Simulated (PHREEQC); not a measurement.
Consider water at 25 °C with 0.013 mol SrCl2 per kg of water. Closed to the air; pH follows from the charge balance.

The numbers come from PHREEQC with the ion-association model, phreeqc.dat.

The ionic strength is 0.0390 mol/kgw and the specific conductance is 2950 µS/cm.

| species | molality | activity | log γ |
|---|---|---|---|
| Cl- | 0.0260 | 0.0216 | -0.081 |
| Sr+2 | 0.0130 | 0.00658 | -0.296 |
| H+ | 1.21e-7 | 1.04e-7 | -0.064 |
| OH- | 1.17e-7 | 9.69e-8 | -0.082 |
| SrOH+ | 3.85e-9 | 3.23e-9 | -0.076 |

No solid was allowed to form. Species that the database lacks are ignored.
